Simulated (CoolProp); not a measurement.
Vapour-liquid equilibrium of dimethyl ether (1) + chloromethane (R40) (2) at 32.55 °C; x and y are mole fractions of (1).

Model: multi-fluid Helmholtz-energy mixture model, Wu 2011 and Thol 2014; pair parameters Bell 2016, in CoolProp.

Problem. Give the bubble pressure and the first vapour's composition at x = 0.05, 0.35, 0.5. Is there an azeotrope?

Solution. x = 0.05: 0.7093 MPa, y = 0.044; x = 0.35: 0.6883 MPa, y = 0.342; x = 0.5: 0.6869 MPa, y = 0.504. y crosses x between x = 0.35 and 0.5: the model has an azeotrope there.

Pair parameters are fitted to limited data, so mixtures are less certain than the pure fluids.
